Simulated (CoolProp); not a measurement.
Carbonyl sulfide at several states: density (kg/m³) from the reference equation and from simpler models built on Tc = 105.6 °C, pc = 6.369 MPa, ω = 0.098; each cubic takes its own stable root.

Model: reference Helmholtz-energy equation of state, Lemmon 2006, in CoolProp. It is a short technical equation, of lower accuracy than the large ones.

```tsv
T (°C)	p (MPa)	phase	reference	van der Waals	Redlich-Kwong	Soave-Redlich-Kwong	Peng-Robinson
203.65	2.82	gas	46.13	46.34	46.33	46.06	46.69
-1.15	0.282	gas	7.824	7.717	7.797	7.804	7.822
42.15	7.32	liquid	965.2	640.7	882.9	893.8	1009
-57.85	9.77	liquid	1204	785.6	1146	1147	1292
-21.25	0.0805	gas	2.344	2.332	2.341	2.341	2.343
```
